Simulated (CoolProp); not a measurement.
Vapour-liquid equilibrium of ethylene (1) + carbon dioxide (2) at 244 K; x and y are mole fractions of (1).

Model: multi-fluid Helmholtz-energy mixture model, Smukala 2000 and Span 1996; pair parameters Bell 2016, in CoolProp.

### Question
Give the bubble pressure and the first vapour's composition at x = 0.05, 0.85, 0.95. Is there an azeotrope?

### Answer
x = 0.05: 1.572 MPa, y = 0.098; x = 0.85: 2.033 MPa, y = 0.841; x = 0.95: 2.004 MPa, y = 0.944. y crosses x between x = 0.65 and 0.75: the model has an azeotrope there.

Pair parameters are fitted to limited data, so mixtures are less certain than the pure fluids.
